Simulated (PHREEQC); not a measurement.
Na3PO4 is added in steps, without added water, to 1 kg of water holding 0.003 mol/kgw H2SO4 and 0.014 mol/kgw NiCl2, at 20 °C. O2 is buffered at 0.21 atm. CO2 from the air is kept out. Solids allowed: Ni(OH)2, Ni3(PO4)2, Ni4(OH)6SO4, Halite, Mirabilite, Morenosite. Others were left out.

Base run: PHREEQC, ion-association model, wateq4f.dat. Each further column changes one thing. The table gives pH.

| Na3PO4 added (mol) | base | NiCl2 from 0.014 to 0.0126 mol/kgw | diluted 5-fold with water | NiCl2 left out | no solid may form |
|---|---|---|---|---|---|
| 0 | 2.32 | 2.32 | 2.97 | 2.31 | 2.32 |
| 0.00525 | 5.05 | 5.09 | (withheld) | 7.80 | 7.70 |
| 0.0105 | 5.48 | 5.69 | 11.34 | 11.43 | 9.31 |
| 0.021 | 8.32 | 8.34 | 11.76 | 11.79 | 9.74 |
| 0.02625 | 8.39 | 8.41 | 11.84 | 11.86 | 9.91 |
| 0.0315 | 8.45 | 9.80 | 11.89 | 11.92 | 10.10 |
| 0.03675 | 10.65 | 10.98 | 11.94 | 11.96 | 10.37 |
| 0.04725 | 11.27 | 11.37 | (withheld) | 12.01 | 10.89 |
| 0.0525 | 11.39 | 11.47 | 12.02 | 12.04 | 11.06 |
| 0.05775 | 11.47 | 11.54 | 12.04 | 12.05 | 11.18 |
| 0.063 | 11.54 | (withheld) | 12.06 | (withheld) | 11.28 |
| 0.0735 | 11.63 | 11.68 | 12.09 | 12.10 | 11.41 |
| 0.07875 | 11.67 | 11.71 | 12.10 | 12.11 | 11.47 |
| 0.084 | 11.70 | 11.74 | 12.11 | 12.13 | 11.51 |

Problem. Complete the blanks.

Solution. 
- 0.00525, diluted 5-fold with water: 8.14
- 0.04725, diluted 5-fold with water: 12.00
- 0.063, NiCl2 from 0.014 to 0.0126 mol/kgw: 11.60
- 0.063, NiCl2 left out: 12.07

H3PO4, which wateq4f.dat lacks, is added to it with the constant of phreeqc.dat. The database has no phosphate complexes of Ni. The database's Ni(OH)2 is the aged solid; a fresh precipitate is more soluble. In at least one series the solution becomes supersaturated in solids that the run did not let form, among them Ni(OH)2, Ni3(PO4)2, Ni4(OH)6SO4. Solids allowed in the column 'NiCl2 left out': Mirabilite.
